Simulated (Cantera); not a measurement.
A closed system holds: 1 mol PbO, 0.36 mol H₂, at 1.33 mbar.

Cantera equilibrium calculation (NASA polynomials, part measured and part estimated; ideal gas, pure solids and liquids). Candidate condensed phases: H₂O, Pb, PbO, PbO₂, Pb₃O₄; 12 gas species. Each liquid is taken as pure. Mutual solubility and eutectic melting of coexisting phases are not modelled. Gases not in the tables: (PbO)n polymers. The numbers say what is thermodynamically allowed, not how fast it happens.

log p: log10 of the partial pressure in bar; n: condensed amount in mol.

```json
[
 {"T (°C)": "202", "log p H₂O": "-2.88", "log p Pb": "<-14", "log p PbO": "<-14", "log p H₂": "-8.22", "log p O₂": "<-14", "log p OH": "<-14", "n Pb(s)": "0.360", "n PbO(red)": "0.640", "n Pb(l)": "0", "n PbO(yellow)": "0", "n PbO(l)": "0"},
 {"T (°C)": "302", "log p H₂O": "-2.88", "log p Pb": "-12.02", "log p PbO": "<-14", "log p H₂": "-7.72", "log p O₂": "<-14", "log p OH": "<-14", "n Pb(s)": "0.360", "n PbO(red)": "0.640", "n Pb(l)": "0", "n PbO(yellow)": "0", "n PbO(l)": "0"},
 {"T (°C)": "402", "log p H₂O": "-2.88", "log p Pb": "-9.47", "log p PbO": "-13.56", "log p H₂": "-7.38", "log p O₂": "<-14", "log p OH": "<-14", "n Pb(s)": "0", "n PbO(red)": "0.640", "n Pb(l)": "0.360", "n PbO(yellow)": "0", "n PbO(l)": "0"},
 {"T (°C)": "502", "log p H₂O": "-2.88", "log p Pb": "-7.60", "log p PbO": "-10.75", "log p H₂": "-7.13", "log p O₂": "<-14", "log p OH": "<-14", "n Pb(s)": "0", "n PbO(red)": "0", "n Pb(l)": "0.360", "n PbO(yellow)": "0.640", "n PbO(l)": "0"},
 {"T (°C)": "602", "log p H₂O": "-2.88", "log p Pb": "-6.17", "log p PbO": "-8.59", "log p H₂": "-6.92", "log p O₂": "<-14", "log p OH": "(withheld)", "n Pb(s)": "0", "n PbO(red)": "0", "n Pb(l)": "0.360", "n PbO(yellow)": "0.640", "n PbO(l)": "0"},
 {"T (°C)": "702", "log p H₂O": "-2.88", "log p Pb": "-5.04", "log p PbO": "-6.89", "log p H₂": "-6.75", "log p O₂": "-13.04", "log p OH": "(withheld)", "n Pb(s)": "0", "n PbO(red)": "0", "n Pb(l)": "0.357", "n PbO(yellow)": "0.640", "n PbO(l)": "0"},
 {"T (°C)": "802", "log p H₂O": "-2.90", "log p Pb": "-4.12", "log p PbO": "-5.51", "log p H₂": "-6.62", "log p O₂": "-10.87", "log p OH": "(withheld)", "n Pb(s)": "0", "n PbO(red)": "0", "n Pb(l)": "0.338", "n PbO(yellow)": "0.639", "n PbO(l)": "0"},
 {"T (°C)": "902", "log p H₂O": "-3.07", "log p Pb": "-3.36", "log p PbO": "-4.39", "log p H₂": "-6.64", "log p O₂": "-9.11", "log p OH": "(withheld)", "n Pb(s)": "0", "n PbO(red)": "0", "n Pb(l)": "0.177", "n PbO(yellow)": "0", "n PbO(l)": "0.623"},
 {"T (°C)": "1002", "log p H₂O": "-3.28", "log p Pb": "-3.28", "log p PbO": "-3.54", "log p H₂": "-7.20", "log p O₂": "-6.67", "log p OH": "(withheld)", "n Pb(s)": "0", "n PbO(red)": "0", "n Pb(l)": "0", "n PbO(yellow)": "0", "n PbO(l)": "0.440"}
]
```

**Question.** Complete the blanks.

**Answer.** 
- 602, log p OH: -12.85
- 702, log p OH: -11.19
- 802, log p OH: -9.85
- 902, log p OH: -8.82
- 1002, log p OH: -7.75
